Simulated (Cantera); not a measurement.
A Cantera script and what it prints.

```python
import numpy as np
import cantera as ct

gas_names = [...]  # 118 gases of nasa_gas.yaml made of C, Cl, F, H
cond_names = """
    C(gr) C6H6(L) C7H8(L) C8H18(L),n-octa
""".split()


# ... load() reads the species with a 1 bar reference pressure and builds the phases ...
atoms = {
    'C2F6': {'C': 2, 'F': 6},
    'HCl': {'H': 1, 'CL': 1},
    'H2': {'H': 2},
}
top_T = {'C(gr)': 4500}  # K; cautious upper limits of use, not melting points


# ... equilibrate(T, P, feed) seeds the gas with the atoms and calls Mixture.equilibrate('TP', solver="vcs", rtol=1e-11, max_steps=5000) ...
results = []
feed = {'C2F6': 1, 'HCl': 0.29, 'H2': 0.38}  # mol
T = 923.15  # K
P = 133.322  # Pa
mix = equilibrate(T, P, feed)
results.append((T, P, feed, dict(zip(mix.species_names, mix.species_moles))))
x = sorted(zip(gas.X, gas.species_names), reverse=True)
print(f"T = {T:g} K  P = {P:g} Pa  gas = {mix.phase_moles(0):.4g} mol")
print("   x: " + "  ".join(f"{s} {v:.3e}" for v, s in x if v > 0.001))
print("   condensed (mol): " + ("  ".join(f"{mix.phase(i).name} {mix.phase_moles(i):.4g}"
      for i in range(1, mix.n_phases) if mix.phase_moles(i) > 1e-12) or "none"))
```

It prints:

```
T = 923.15 K  P = 133.322 Pa  gas = 2.371 mol
   x: CF4 5.458e-01  HF 3.408e-01  HCL 1.020e-01  CL2 8.910e-03  CCLF3 2.179e-03
   condensed (mol): C(gr) 0.7007
```

Method: chemical equilibrium by Gibbs-energy minimisation in Cantera with the NASA 1993 tables (ideal gas, pure condensed phases). The feed counts by its element totals alone. Gases not in the tables: C2F6 and larger saturated fluorocarbons.
